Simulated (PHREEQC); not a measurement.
Dissolve 6.5 mmol/kgw NH3, 0.016 mmol/kgw CO2 and 140 mmol/kgw (CH3)4NCl at 45 °C. Closed to the air; pH follows from the charge balance.

Equilibrium calculation in PHREEQC: ion-association model, wateq4f.dat.

Precipitation was switched off in this run.

Predict the pH.

pH 9.91.

In which forms is C present?

CO3-2 54 %, HCO3- 46 % of the C.

(CH3)4N+ isn't in the database: it is added as a free cation with an ion size of 4 Å. Away from 25 °C the constants follow the database's enthalpies or fits; those with neither stay at their 25 °C values.
